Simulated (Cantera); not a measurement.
Cantera run:

```python
import numpy as np
import cantera as ct

gas_names = """
    Cu CuF CuF2 Cu2 F F2 H HF H2 H2F2 H3F3 H4F4 H5F5 H6F6 H7F7 N NF NF2 NF3 NH NH2 NH3 N2 N2H2 N2H4
""".split()
cond_names = """
    Cu(cr) Cu(L) CuF2(s) CuF2(L)
""".split()


# ... load() reads the species with a 1 bar reference pressure and builds the phases ...
atoms = {
    'CuF2': {'Cu': 1, 'F': 2},
    'H2': {'H': 2},
    'N2': {'N': 2},
}
top_T = {}  # K; cautious upper limits of use, not melting points


# ... equilibrate(T, P, feed) seeds the gas with the atoms and calls Mixture.equilibrate('TP', solver="vcs", rtol=1e-11, max_steps=5000) ...
results = []
feed = {'CuF2': 1, 'H2': 8.7, 'N2': 0.0014}  # mol
P = 0.23  # Pa
for T in [1200, 1250, 1300, 1350, 1400, 1450, 1500, 1550]:
    mix = equilibrate(T, P, feed)
    results.append((T, P, feed, dict(zip(mix.species_names, mix.species_moles))))

top = {s: max(r[3][s] / sum(r[3][g] for g in gas_names) for r in results) for s in gas_names}
cols = sorted((s for s in top if top[s] > 1e-05), key=lambda s: -top[s])[:7]
seen = [c for c in cond_names if any(r[3].get(c, 0) > 1e-12 for r in results)]
print("log10 of partial pressures in bar; condensed amounts in mol")
print(f"{'T/K':>10s}" + "".join(f"{s[:9]:>10s}" for s in cols + seen))
for T, P, feed, n in results:
    ng = sum(n[g] for g in gas_names)
    print(f"{T:10.4g}" + "".join(f"{np.log10(max(n[s] / ng * P / 1e5, 1e-99)):10.3f}" for s in cols)
          + "".join(f"{n.get(c, 0):10.4g}" for c in seen))
```

Output:

```
log10 of partial pressures in bar; condensed amounts in mol
       T/K        H2        HF        Cu         H        N2       CuF    Cu(cr)
      1200    -5.741    -6.326    -7.911    -9.575    -9.481   -10.511    0.9478
      1250    -5.748    -6.333    -7.334    -9.190    -9.488   -10.070       0.8
      1300    -5.770    -6.355    -6.802    -8.841    -9.510    -9.673    0.2843
      1350    -5.782    -6.367    -6.668    -8.514    -9.522    -9.659         0
      1400    -5.783    -6.367    -6.669    -8.204    -9.522    -9.765         0
      1450    -5.784    -6.368    -6.669    -7.916    -9.523    -9.864         0
      1500    -5.786    -6.369    -6.670    -7.648    -9.524    -9.956         0
      1550    -5.790    -6.371    -6.672    -7.397    -9.525   -10.043         0
```

Method: chemical equilibrium by Gibbs-energy minimisation in Cantera with the NASA 1993 tables (ideal gas, pure condensed phases).
